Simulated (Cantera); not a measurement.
Cantera run, input and output.

```python
import numpy as np
import cantera as ct

gas = ct.Solution("gri30.yaml")
gas.TPX = 800, 980000, {'CH4': 1, 'CO': 0.17, 'O2': 1.74, 'N2': 6.53}
inlet = ct.Reservoir(gas, clone=True)
gas.equilibrate("HP")  # start burning
reactor = ct.IdealGasConstPressureReactor(gas, energy="on", clone=False)
exhaust = ct.Reservoir(gas, clone=True)
tau = [0.068, 0.034, 0.017, 0.0086, 0.0043, 0.0021, 0.0011, 0.00054, 0.00027, 0.00013, 6.7e-05][0]
for a, b in ((inlet, reactor), (reactor, exhaust)):
    ct.MassFlowController(a, b, mdot=lambda t: reactor.mass / tau)
net = ct.ReactorNet([reactor])
show = ['CH4', 'CO', 'O2', 'N2O', 'OH']

rows = []
print(f"{'tau/s':>10s}{'T/K':>9s}" + "".join(f"{s:>11s}" for s in show))
for tau in [0.068, 0.034, 0.017, 0.0086, 0.0043, 0.0021, 0.0011, 0.00054, 0.00027, 0.00013, 6.7e-05]:
    net.initial_time = 0.0
    net.advance(30 * tau)
    before = gas.X
    net.advance(40 * tau)
    drift = np.max(np.abs(gas.X - before) / (gas.X + 1e-9))
    rows.append([gas.T, *gas[show].X, drift])
    print(f"{tau:10.3e}{gas.T:9.1f}" + "".join(f"{x:11.3e}" for x in gas[show].X))
```

It prints:

```
     tau/s      T/K        CH4         CO         O2        N2O         OH
 6.800e-02   2511.2  1.253e-06  5.122e-02  3.068e-04  1.312e-07  2.242e-03
 3.400e-02   2510.6  2.445e-06  5.124e-02  3.242e-04  1.331e-07  2.273e-03
 1.700e-02   2509.6  4.674e-06  5.128e-02  3.577e-04  1.365e-07  2.331e-03
 8.600e-03   2507.8  8.563e-06  5.134e-02  4.185e-04  1.426e-07  2.433e-03
 4.300e-03   2504.5  1.518e-05  5.146e-02  5.288e-04  1.529e-07  2.604e-03
 2.100e-03   2498.9  2.605e-05  5.168e-02  7.254e-04  1.693e-07  2.877e-03
 1.100e-03   2491.2  4.081e-05  5.201e-02  1.012e-03  1.898e-07  3.223e-03
 5.400e-04   2478.8  6.514e-05  5.256e-02  1.505e-03  2.178e-07  3.715e-03
 2.700e-04   2461.8  1.022e-04  5.337e-02  2.242e-03  2.483e-07  4.290e-03
 1.300e-04   2437.4  1.671e-04  5.462e-02  3.415e-03  2.788e-07  4.950e-03
 6.700e-05   2408.1  2.703e-04  5.624e-02  4.996e-03  3.003e-07  5.509e-03
```

Computed with Cantera and GRI-Mech 3.0 (53 species, 325 reactions).
